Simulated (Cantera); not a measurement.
Charge: 1 mol Ti, 0.39 mol C₃H₈, 1.6 mol CH₄, at 240 Pa.

Method: chemical equilibrium by Gibbs-energy minimisation in Cantera with the NASA 1993 tables (ideal gas, pure condensed phases). Candidate condensed phases: C, C₆H₆, C₇H₈, C₈H₁₈, Ti, TiC; 77 gas species. TiC: taken at fixed stoichiometry. Equilibrium is a limit: real reactors are often held back by kinetics, nucleation or transport.

log p: log10 of the partial pressure in bar; n: condensed amount in mol.

| T (K) | log p H₂ | log p H | log p C₂H₂ (acetylene) | log p CH₄ | n C(graphite) | n TiC(s) |
|---|---|---|---|---|---|---|
| 1098 | -2.62 | -8.92 | (withheld) | -6.68 | 1.77 | 1.00 |
| 1198 | -2.62 | -8.03 | (withheld) | -7.03 | 1.77 | 1.00 |
| 1298 | -2.62 | -7.28 | (withheld) | -7.34 | 1.77 | 1.00 |
| 1398 | -2.62 | -6.63 | (withheld) | -7.60 | 1.77 | 1.00 |
| 1498 | -2.62 | -6.07 | (withheld) | -7.83 | 1.77 | 1.00 |
| 1598 | -2.62 | -5.58 | (withheld) | -8.02 | 1.77 | 1.00 |
| 1698 | -2.62 | -5.15 | (withheld) | -8.20 | 1.77 | 1.00 |
| 1798 | -2.62 | -4.76 | (withheld) | -8.36 | 1.77 | 1.00 |
| 1898 | -2.63 | -4.42 | (withheld) | -8.50 | 1.77 | 1.00 |
| 1998 | -2.63 | -4.11 | (withheld) | -8.64 | 1.76 | 1.000 |
| 2098 | -2.65 | -3.84 | (withheld) | -8.77 | 1.76 | 1.000 |
| 2198 | -2.67 | -3.59 | (withheld) | -8.92 | 1.75 | 1.000 |

Q: Complete the blanks.

A: 
- 1098, log p C₂H₂ (acetylene): -10.51
- 1198, log p C₂H₂ (acetylene): -9.62
- 1298, log p C₂H₂ (acetylene): -8.87
- 1398, log p C₂H₂ (acetylene): -8.23
- 1498, log p C₂H₂ (acetylene): -7.67
- 1598, log p C₂H₂ (acetylene): -7.19
- 1698, log p C₂H₂ (acetylene): -6.76
- 1798, log p C₂H₂ (acetylene): -6.39
- 1898, log p C₂H₂ (acetylene): -6.05
- 1998, log p C₂H₂ (acetylene): -5.75
- 2098, log p C₂H₂ (acetylene): -5.49
- 2198, log p C₂H₂ (acetylene): -5.27
